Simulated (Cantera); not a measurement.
Charge: 1 mol HF, 0.066 mol O₂, equilibrated at 0.00130 bar.

Cantera equilibrium calculation (NASA polynomials, part measured and part estimated; ideal gas, pure solids and liquids). Candidate condensed phases: H₂O; 22 gas species. Equilibrium is a limit: real reactors are often held back by kinetics, nucleation or transport.

**Question.** At 2475 K, list the 4 most abundant gas species with their mole fractions, and the condensed phases.

**Answer.** HF 0.856, O 0.0579, F 0.0308, O₂ 0.0266. Condensed: gas only.
